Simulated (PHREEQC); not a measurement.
A solution holds 0.036 mol/kgw KOH, 0.00074 mol/kgw H4SiO4 and 0.0052 mol/kgw Na2CO3, at 25 °C. Closed to the air; pH follows from the charge balance.

Computed with PHREEQC (ion-association model, wateq4f.dat).

This is a speciation only: nothing precipitates in the calculation.

**Question.** What pH does the model give?

**Answer.** pH 12.45.

**Question.** In which forms is Na present?

**Answer.** Na+ 96 %, NaCO3- 4.0 % of the Na.
